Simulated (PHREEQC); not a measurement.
Make-up at 25 °C: 0.0021 mol/kgw KH2PO4, 8.5e-05 mol/kgw Na2SO4 and 0.014 mol/kgw KCl. Closed to the air; pH follows from the charge balance.

Model: ion-association model, wateq4f.dat, run in PHREEQC.

Question: The ionic strength comes out as 0.0164 mol/kgw. What activity coefficients do K+, Na+, H2PO4-, Cl-, HPO4-2 get?

Answer: K+ 0.88, Na+ 0.88, H2PO4- 0.89, Cl- 0.88, HPO4-2 0.61.

No solid was allowed to form. Complexes and solids missing from the database can't appear. H3PO4, which wateq4f.dat lacks, is added to it with the constant of phreeqc.dat.
